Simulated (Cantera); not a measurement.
**NO annealing gas**

An isothermal, constant-pressure homogeneous reactor starts with 14.1 % NO, 85.9 % N2, at 1900 K and 100.0 Torr.

Cantera simulation using GRI-Mech 3.0 (53 species, 325 reactions); the numbers are that mechanism's predictions, not measurements.

| t (s) | x NO | x O | x NO2 | x N2O | x O2 | x N2 |
|---|---|---|---|---|---|---|
| 2.00e-5 | 0.141 | 2.86e-8 | 7.20e-11 | 2.86e-8 | 4.89e-12 | 0.859 |
| 5.49e-5 | 0.141 | 7.83e-8 | 5.36e-10 | 7.82e-8 | 3.68e-11 | 0.859 |
| 0.000151 | 0.141 | 2.14e-7 | 3.92e-9 | 2.13e-7 | 2.77e-10 | 0.859 |
| 0.000413 | 0.141 | 5.83e-7 | 2.72e-8 | 5.72e-7 | 2.08e-9 | 0.859 |
| 0.00113 | 0.141 | 1.60e-6 | 1.67e-7 | 1.48e-6 | 1.58e-8 | 0.859 |
| 0.00311 | 0.141 | 4.56e-6 | 8.31e-7 | 3.49e-6 | 1.31e-7 | 0.859 |
| 0.00854 | 0.141 | 1.38e-5 | 3.21e-6 | 6.56e-6 | 1.37e-6 | 0.859 |
| 0.0234 | 0.141 | 3.29e-5 | 8.02e-6 | 8.41e-6 | 1.59e-5 | 0.859 |
| 0.0643 | 0.141 | 4.10e-5 | 9.95e-6 | 8.49e-6 | 9.56e-5 | 0.859 |
| 0.176 | 0.140 | 4.30e-5 | 1.05e-5 | 8.42e-6 | 0.000332 | 0.859 |
| 0.484 | 0.139 | 4.80e-5 | 1.18e-5 | 8.23e-6 | 0.000991 | 0.860 |
| 1.33 | 0.135 | 5.97e-5 | 1.47e-5 | 7.73e-6 | 0.00286 | 0.862 |
| 3.64 | 0.124 | 8.46e-5 | 1.98e-5 | 6.45e-6 | 0.00823 | 0.867 |
| 10.0 | 0.0956 | 0.000129 | 2.38e-5 | 3.73e-6 | 0.0225 | 0.882 |
x: mole fraction; the columns are a selection and need not sum to one.

Equilibrium at this temperature and pressure: NO 0.00357, O 0.000215, NO2 1.53e-6, N2O 8.02e-8, O2 0.0685, N2 0.928 (gas phase only).
